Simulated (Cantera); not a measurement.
A closed system holds: 1 mol PH3, 0.19 mol H2, 0.49 mol O2, equilibrated at 3023 K and 0.133 bar.

Method: chemical equilibrium by Gibbs-energy minimisation in Cantera with the NASA 1993 tables (ideal gas, pure condensed phases). Candidate condensed phases: H2O, P, P4O10; 17 gas species. Gases not in the tables: HPO2, HPO3 and P4O6. Kinetics and transport are ignored.

Base state: H2 0.374, H 0.284, PO 0.254, H2O 0.0257, P 0.0229, P2 0.0155, PO2 0.0132, OH 0.00660 (mole fractions); condensed: gas only.

Q: What changes in the equilibrium state with this change: pressure from 0.133 bar to 44.0 Pa?

A: 
```csv
species,before,after
H,0.284,0.690
PO,0.254,0.109
P,0.0229,0.0979
H2,0.374,0.00730
H2O,0.0257,5.03e-5
O,0.00306,0.0929
PO2,0.0132,0.000567
P2,0.0155,0.000932
PH,0.00130,4.47e-5
OH,0.00660,0.00161
O2,8.33e-5,0.000253
```

Q: What changes in the equilibrium state with this change: O2 from 0.49 to 0.73 mol?

A: 
```tsv
species	before	after
H2	0.374	0.317
H	0.284	0.261
PO	0.254	0.259
H2O	0.0257	0.0751
PO2	0.0132	0.0465
P2	0.0155	0.00136
O	0.00306	0.0105
P	0.0229	0.00680
OH	0.00660	0.0209
O2	8.33e-5	0.000987
PH	0.00130	0.000356
```

Q: What changes in the equilibrium state with this change: temperature from 3023 K to 3098 K?

A: 
| species | before | after |
|---|---|---|
| H | 0.284 | 0.334 |
| H2 | 0.374 | 0.333 |
| PO | 0.254 | 0.247 |
| P2 | 0.0155 | 0.0124 |
| H2O | 0.0257 | 0.0216 |
| P | 0.0229 | 0.0262 |
| PO2 | 0.0132 | 0.0118 |
| O | 0.00306 | 0.00470 |
| O2 | 8.33e-5 | 0.000120 |
| OH | 0.00660 | 0.00774 |
| PH | 0.00130 | 0.00129 |
